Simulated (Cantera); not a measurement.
Cantera run, input and output.

```python
import numpy as np
import cantera as ct

gas = ct.Solution("gri30.yaml")
gas.TPX = 1100, 66000, {'N2O': 1, 'N2': 0.74}
reactor = ct.IdealGasConstPressureReactor(gas, energy="off", clone=False)
net = ct.ReactorNet([reactor])
net.rtol, net.atol = 1e-08, 1e-18
show = ['N2O', 'NO', 'N2', 'O', 'O2']
times = np.geomspace(2e-06, 30, 9)

steps = ct.SolutionArray(gas, extra=["t"])
rows = []
print(f"{'t/s':>10s}{'T/K':>9s}{'P/Pa':>11s}" + "".join(f"{s:>11s}" for s in show))
for t in times:
    while net.time < t:
        t_next = net.step()
        steps.append(gas.state, t=t_next)
    rows.append([np.interp(t, steps.t, y) for y in (steps.T, steps.P, *steps(*show).X.T)])
    print(f"{t:10.3e}{rows[-1][0]:9.1f}{rows[-1][1]:11.4g}" + "".join(f"{x:11.3e}" for x in rows[-1][2:]))
rate = np.gradient(steps.T, steps.t)
print("integrator steps:", len(steps.t))
if steps.T.max() > steps.T[0] + 200:
    print(f"time of steepest temperature rise: {steps.t[rate.argmax()]:.4e} s")
gas.TPX = 1100, 66000, {'N2O': 1, 'N2': 0.74}
gas.equilibrate("TP")
print(f"equilibrium (TP): T = {gas.T:.1f} K  " + "  ".join(f"{s} {gas[s].X[0]:.3e}" for s in show))
```

Output:

```
       t/s      T/K       P/Pa        N2O         NO         N2          O         O2
 2.000e-06   1100.0    6.6e+04  5.747e-01  1.662e-10  4.253e-01  2.705e-08  1.135e-09
 1.578e-05   1100.0    6.6e+04  5.747e-01  8.548e-09  4.253e-01  1.603e-07  5.838e-08
 1.245e-04   1100.0    6.6e+04  5.747e-01  1.967e-07  4.253e-01  3.174e-07  1.343e-06
 9.819e-04   1100.0    6.6e+04  5.747e-01  1.850e-06  4.253e-01  3.187e-07  1.263e-05
 7.746e-03   1100.0    6.6e+04  5.744e-01  1.488e-05  4.255e-01  3.186e-07  1.017e-04
 6.111e-02   1100.0    6.6e+04  5.725e-01  1.172e-04  4.266e-01  3.184e-07  8.021e-04
 4.821e-01   1100.0    6.6e+04  5.575e-01  9.014e-04  4.353e-01  3.153e-07  6.214e-03
 3.803e+00   1100.0    6.6e+04  4.567e-01  6.063e-03  4.944e-01  2.907e-07  4.275e-02
 3.000e+01   1100.0    6.6e+04  1.351e-01  1.999e-02  6.841e-01  1.529e-07  1.606e-01
integrator steps: 673
equilibrium (TP): T = 1100.0 K  N2O 5.302e-09  NO 8.749e-05  N2 7.767e-01  O 1.461e-09  O2 2.232e-01
```

Computed with Cantera and GRI-Mech 3.0 (53 species, 325 reactions). GRI-Mech 3.0 was tuned for natural gas; its chemistry of N2O as a main component is partial and can be far from experiment. The mechanism lacks the step 2 NO + O2 → 2 NO2, which can matter for NO2 below about 1400 K. The temperature is held fixed by assumption; the heat of reaction is taken as removed at once.
